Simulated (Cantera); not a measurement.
Input: 1 mol MgO, 0.0051 mol C, 0.35 mol H₂, held at 133 Pa.

Cantera equilibrium calculation (NASA polynomials, part measured and part estimated; ideal gas, pure solids and liquids). Candidate condensed phases: C, C₆H₆, C₇H₈, C₈H₁₈, H₂O, Mg, MgCO₃, MgO, Mg(OH)₂; 116 gas species. The tables' values for MgH are old estimates; treat these amounts as uncertain. Equilibrium is a limit: real reactors are often held back by kinetics, nucleation or transport. All values below are at 1575 °C.

Base state: H₂ 0.908, Mg 0.0390, H₂O 0.0252, H 0.0138, CO 0.0136, CO₂ 9.40e-5, MgOH 3.25e-5, OH 2.82e-5 (mole fractions); condensed: MgO(s).

### Question
What changes in the equilibrium state with this change: C from 0.0051 to 1 mol?

### Answer
| species | before | after |
|---|---|---|
| CO | 0.0136 | 0.424 |
| Mg | 0.0390 | 0.424 |
| H₂ | 0.908 | 0.146 |
| H₂O | 0.0252 | 2.46e-7 |
| H | 0.0138 | 0.00554 |
| OH | 2.82e-5 | <1e-9 |
| MgOH | 3.25e-5 | 8.64e-9 |
| MgO(s), mol | 0.985 | 0 |
